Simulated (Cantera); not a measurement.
Thermodynamics of silicon carbide growth, feed SiH₄ + CH₄ + H₂ + C₂H₂

Feed: 1 mol SiH₄, 0.4 mol CH₄, 230 mol H₂, 0.0078 mol C₂H₂, at 1.00 bar.

These are equilibrium values from Cantera (NASA tables, ideal gas, pure condensed phases), not measurements of a reactor. Candidate condensed phases: C, C₆H₆, C₇H₈, C₈H₁₈, Si, SiC; 87 gas species. Mutual solubility and eutectic melting of coexisting phases are not modelled. Gases not in the tables: Si₂H₆ and higher silanes. Rates play no part.

| T (K) | x H₂ | x H | x Si | x C₂H₂ (acetylene) | x SiH | x SiH₂ | x Si₂C | n Si(s) | n SiC(s) | n Si(l) |
|---|---|---|---|---|---|---|---|---|---|---|
| 1600 | 1.000 | 5.44e-5 | 9.75e-8 | 3.04e-9 | 2.12e-7 | 5.01e-6 | 3.10e-10 | 0.587 | 0.412 | 0 |
| 1700 | 1.000 | 0.000147 | 6.79e-7 | 1.61e-8 | 1.05e-6 | 1.42e-5 | 4.09e-9 | 0 | 0.412 | 0.584 |
| 1800 | 1.000 | 0.000358 | 3.18e-6 | 1.02e-7 | 3.62e-6 | 2.99e-5 | 3.37e-8 | 0 | 0.411 | 0.580 |
| 1900 | 0.999 | 0.000793 | 1.26e-5 | 5.26e-7 | 1.09e-5 | 5.83e-5 | 2.21e-7 | 0 | 0.410 | 0.570 |
| 2000 | 0.998 | 0.00162 | 4.35e-5 | 2.31e-6 | 2.95e-5 | 0.000106 | 1.19e-6 | 0 | 0.409 | 0.548 |
| 2100 | 0.996 | 0.00311 | 0.000133 | 8.75e-6 | 7.23e-5 | 0.000182 | 5.46e-6 | 0 | 0.404 | 0.502 |
| 2200 | 0.993 | 0.00561 | 0.000369 | 2.93e-5 | 0.000163 | 0.000296 | 2.16e-5 | 0 | 0.389 | 0.403 |
| 2300 | 0.988 | 0.00962 | 0.000932 | 8.81e-5 | 0.000340 | 0.000461 | 7.57e-5 | 0 | 0.347 | 0.200 |
| 2400 | 0.981 | 0.0158 | 0.00182 | 0.000344 | 0.000558 | 0.000576 | 0.000199 | 0 | 0.187 | 0 |
| 2500 | 0.970 | 0.0248 | 0.00251 | 0.000702 | 0.000654 | 0.000525 | 0.000205 | 0 | 0 | 0 |
| 2600 | 0.958 | 0.0376 | 0.00284 | 0.000744 | 0.000634 | 0.000403 | 0.000110 | 0 | 0 | 0 |
x: gas mole fraction; n: condensed amount in mol.

At 1600 K the condensed part is Si(s) + SiC(s). From 1700 K to 2300 K the condensed part is Si(l) + SiC(s). At 2400 K the condensed part is SiC(s). From 2500 K to 2600 K nothing is condensed. The main Si-bearing gas is SiH₂ at 1600 K and Si at 2600 K.
